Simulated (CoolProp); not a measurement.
The numbers come from the reference Helmholtz-energy equation of state, Span 2000 in CoolProp.

**Question.** Give the vapour pressure (MPa), vapour density (kg/m³), enthalpy of vaporisation (kJ/kg), liquid cp (kJ/(kg K)) of saturated nitrogen at 100.4, 107.8, 117.7 K.

**Answer.** 
```json
[
 {"T (K)": "100.4", "p (MPa)": "0.800", "vapour density (kg/m³)": "32.9", "enthalpy of vaporisation (kJ/kg)": "160", "liquid cp (kJ/(kg K))": "2.33"},
 {"T (K)": "107.8", "p (MPa)": "1.29", "vapour density (kg/m³)": "54.1", "enthalpy of vaporisation (kJ/kg)": "141", "liquid cp (kJ/(kg K))": "2.61"},
 {"T (K)": "117.7", "p (MPa)": "2.23", "vapour density (kg/m³)": "105", "enthalpy of vaporisation (kJ/kg)": "104", "liquid cp (kJ/(kg K))": "3.74"}
]
```
